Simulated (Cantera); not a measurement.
What does this Cantera script print?

```python
import numpy as np
import cantera as ct

gas_names = """
    Ba BaF BaF2 F FO FO2 F2 F2O N NF NF2 NF3 NO NO2 NO3 N2 N2O O O2 O3
""".split()
cond_names = """
    Ba(cr) Ba(L) BaF2(a) BaF2(b,c) BaF2(L) BaO(s) BaO(L)
""".split()


# ... load() reads the species with a 1 bar reference pressure and builds the phases ...
atoms = {
    'BaF2': {'Ba': 1, 'F': 2},
    'O2': {'O': 2},
    'N2': {'N': 2},
}
top_T = {}  # K; cautious upper limits of use, not melting points


# ... equilibrate(T, P, feed) seeds the gas with the atoms and calls Mixture.equilibrate('TP', solver="vcs", rtol=1e-11, max_steps=5000) ...
results = []
T = 1948  # K
P = 13332.2  # Pa
for m in [0.21, 0.38, 0.71, 1.3, 2.4, 4.5, 8.4]:
    feed = {'BaF2': 1, 'O2': m, 'N2': 170}  # mol
    mix = equilibrate(T, P, feed)
    results.append((T, P, feed, dict(zip(mix.species_names, mix.species_moles))))

top = {s: max(r[3][s] / sum(r[3][g] for g in gas_names) for r in results) for s in gas_names}
cols = sorted((s for s in top if top[s] > 0.001), key=lambda s: -top[s])[:9]
seen = [c for c in cond_names if any(r[3].get(c, 0) > 1e-12 for r in results)]
print("log10 of partial pressures in bar; condensed amounts in mol")
print(f"{'n(O2)':>10s}" + "".join(f"{s[:9]:>10s}" for s in cols + seen))
for T, P, feed, n in results:
    ng = sum(n[g] for g in gas_names)
    print(f"{feed['O2']:10.4g}" + "".join(f"{np.log10(max(n[s] / ng * P / 1e5, 1e-99)):10.3f}" for s in cols)
          + "".join(f"{n.get(c, 0):10.4g}" for c in seen))
```

Output:

```
log10 of partial pressures in bar; condensed amounts in mol
     n(O2)        N2        O2      BaF2        NO
      0.21    -0.878    -3.894    -3.109    -4.175
      0.38    -0.879    -3.609    -3.109    -4.033
      0.71    -0.880    -3.317    -3.110    -3.887
       1.3    -0.881    -3.041    -3.112    -3.750
       2.4    -0.884    -2.766    -3.114    -3.614
       4.5    -0.890    -2.490    -3.120    -3.479
       8.4    -0.899    -2.222    -3.129    -3.350
```

Equilibrium computed with Cantera from the NASA thermochemical tables; the gas is ideal and each condensed phase is pure.
